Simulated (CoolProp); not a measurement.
A simple Rankine cycle with dimethyl ether: condensing at 325.15 K, boiler at 4.38 MPa, turbine inlet 394 K, turbine efficiency 0.75, pump efficiency 0.6, no recuperator. Each further row changes one setting.

Computed with CoolProp (reference Helmholtz-energy equation of state, Wu 2011).

| case | thermal efficiency (%) | net work (kJ/kg) | heat in (kJ/kg) | turbine exit temperature (K) | volume ratio over the turbine |
|---|---|---|---|---|---|
| as stated | 8.6 | 32.9 | 381 | 325.1 | 4.35 |
| turbine inlet 414 K | 9.4 | 41.8 | 446 | 350.4 | 3.95 |
| condensing temperature 317.15 K | 9.8 | 39.2 | 401 | 317.1 | 5.32 |
| boiler pressure 3.07 MPa | 7.4 | 32.3 | 437 | 350.7 | 2.66 |
| turbine efficiency 0.65 | 7.2 | 27.4 | 381 | 325.1 | 4.42 |

The expansion ends wet for: as stated; condensing temperature 317.15 K; turbine efficiency 0.65.
